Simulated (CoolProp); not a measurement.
n-octane at 246.7 K and 0.283 MPa flows at 0.11 m/s in a round tube of 4.6 mm bore and 45 µm roughness, fully developed (64/Re and Nu = 3.66 if laminar; Colebrook and Gnielinski if turbulent). Each further row changes one setting.

Model: reference Helmholtz-energy equation of state, Beckmüller 2019, in CoolProp.

```json
[
 {"case": "as stated", "Reynolds number": "334", "Darcy friction factor": "(withheld)", "pressure drop (Pa/m)": "(withheld)", "heat-transfer coefficient (W/(m² K))": "113", "mass flow (kg/h)": "(withheld)"},
 {"case": "velocity 0.22 m/s", "Reynolds number": "669", "Darcy friction factor": "0.0957", "pressure drop (Pa/m)": "(withheld)", "heat-transfer coefficient (W/(m² K))": "113", "mass flow (kg/h)": "(withheld)"},
 {"case": "diameter 9.2 mm", "Reynolds number": "669", "Darcy friction factor": "0.0957", "pressure drop (Pa/m)": "(withheld)", "heat-transfer coefficient (W/(m² K))": "56.4", "mass flow (kg/h)": "(withheld)"}
]
```

### Question
Fill in the missing entries.

### Answer

- as stated, Darcy friction factor: 0.191
- as stated, pressure drop (Pa/m): 186
- as stated, mass flow (kg/h): 4.87
- velocity 0.22 m/s, pressure drop (Pa/m): 372
- velocity 0.22 m/s, mass flow (kg/h): 9.74
- diameter 9.2 mm, pressure drop (Pa/m): 46.6
- diameter 9.2 mm, mass flow (kg/h): 19.5

Viscosity comes from a separate model (Huber 2004). Thermal conductivity comes from a separate model (Huber 2005).
